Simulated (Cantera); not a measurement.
Feed: 1 mol SiHCl3, 12 mol NH3, held at 41000 Pa.

These are equilibrium values from Cantera (NASA tables, ideal gas, pure condensed phases), not measurements of a reactor. Candidate condensed phases: NH4Cl, Si, Si3N4; 28 gas species. Gases not in the tables: Si2H6 and higher silanes. Rates play no part.

Over these rows the condensed part is Si3N4(s). Partial pressures as log10 of bar:

```tsv
T (K)	1000/T (1/K)	log p SiH2Cl2	log p H2	log p N2	log p HCl
900	1.1111	-8.37	-0.56	-1.06	-1.32
1100	0.9091	-7.19	-0.56	-1.06	-1.32
1300	0.7692	-6.37	-0.56	-1.06	-1.32
1500	0.6667	-5.78	-0.56	-1.06	-1.32
1700	0.5882	?	-0.56	-1.06	-1.35
1900	0.5263	-5.28	-0.55	-1.05	-1.47
```

### Question
Fit log p(SiH2Cl2) = a + b·(1000/T) to the five rows, give the apparent enthalpy, and predict the row at 1700 K.

### Answer
Means: 1000/T = 0.7965, log p = -6.598. Sxy = -1.092655, Sxx = 0.2022533, so b = -5.40 and a = -6.598 − (-5.40)×0.7965 = -2.30.
Apparent enthalpy: −19.145 × (-5.40) = 103 kJ/mol. With the condensed phases at unit activity, 1/3 Si3N4(s) + 2 HCl(g) = SiH2Cl2(g) + 2/3 N2(g) links this pressure to the main gases: over the six rows their terms move log p by -0.31 in all, so the slope isn't that reaction's ΔH° alone. The five rows lie within 0.14 of the line; that is curvature, so one enthalpy describes this range poorly.
Prediction at 1700 K: -2.30 + (-5.40)×0.5882 = -5.48. The computed value is -5.40, 0.08 from the line.
